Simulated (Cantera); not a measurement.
A Cantera script and what it prints.

```python
import numpy as np
import cantera as ct

gas_names = """
    O2 CL2
""".split()
cond_names = """
    Sr(L) SrCL2(L) SrO(s)
""".split()


# ... load() reads the species with a 1 bar reference pressure and builds the phases ...
species = {s.name: s for s in load("nasa_gas.yaml", gas_names) + load("nasa_condensed.yaml", cond_names)}
T = 1825
g = {n: (s.thermo.h(T) - T * s.thermo.s(T)) / (ct.gas_constant * T * np.log(10)) for n, s in species.items()}
valid = cond_names  # the entries whose range holds T


def stable(la, lb):
    # potentials (over RT ln 10) of the two non-metals from log10 p(O2) and log10 p(CL2) in bar
    mu = {}
    mu["O"] = (g["O2"] + la) / 2
    mu["Cl"] = (g["CL2"] + lb) / 2
    cost = {}
    for n in valid:
        c = species[n].composition
        cost[n] = (g[n] - sum(c.get(e, 0) * m for e, m in mu.items())) / c["Sr"]
    return min(cost, key=cost.get)


results = []
for lb in [0, -1.2, -2.4, -3.5, -4.7, -5.9, -7.1, -8.3, -9.5, -10.6, -11.8, -13]:
    row = [stable(la, lb) for la in [-14, -13.2, -12.5, -11.8, -11, -10.2, -9.5, -8.8, -8, -7.2, -6.5, -5.8, -5, -4.2, -3.5, -2.8, -2, -1.2, -0.5, 0.2, 1]]
    results.append(row)
    print(f"{lb:6.1f}  " + " ".join(f"{valid.index(n):x}" for n in row))
print("key: " + ", ".join(f"{i:x} {n}" for i, n in enumerate(valid)))
```

Output:

```
   0.0  1 1 1 1 1 1 1 1 1 1 1 1 1 1 1 1 1 1 1 1 1
  -1.2  1 1 1 1 1 1 1 1 1 1 1 1 1 1 1 1 1 1 1 1 1
  -2.4  1 1 1 1 1 1 1 1 1 1 1 1 1 1 1 1 1 1 1 1 1
  -3.5  1 1 1 1 1 1 1 1 1 1 1 1 1 1 1 1 1 1 1 1 1
  -4.7  1 1 1 1 1 1 1 1 1 1 1 1 1 1 1 1 1 1 1 1 2
  -5.9  1 1 1 1 1 1 1 1 1 1 1 1 1 1 1 1 2 2 2 2 2
  -7.1  1 1 1 1 1 1 1 1 1 1 1 1 1 2 2 2 2 2 2 2 2
  -8.3  1 1 1 1 1 1 1 1 1 1 2 2 2 2 2 2 2 2 2 2 2
  -9.5  1 1 1 1 1 1 1 2 2 2 2 2 2 2 2 2 2 2 2 2 2
 -10.6  1 1 1 1 2 2 2 2 2 2 2 2 2 2 2 2 2 2 2 2 2
 -11.8  1 2 2 2 2 2 2 2 2 2 2 2 2 2 2 2 2 2 2 2 2
 -13.0  2 2 2 2 2 2 2 2 2 2 2 2 2 2 2 2 2 2 2 2 2
key: 0 Sr(L), 1 SrCL2(L), 2 SrO(s)
```

Standard-state values (1 bar) from the NASA 1993 polynomials, evaluated with Cantera. Not in the tables: the peroxide, oxide halides.
